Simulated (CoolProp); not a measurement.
The numbers come from the reference Helmholtz-energy equation of state, Schroeder 2014 in CoolProp.

Task: Give the vapour pressure (kPa), vapour density (kg/m³), enthalpy of vaporisation (kJ/kg) of saturated ethanol at 111.05, 201.25 °C.

Result: 
```
T (°C)  p (kPa)  vapour density (kg/m³)  enthalpy of vaporisation (kJ/kg)
------  -------  ----------------------  --------------------------------
111.05      323                    5.01                               788
201.25     3050                    50.8                               500
```
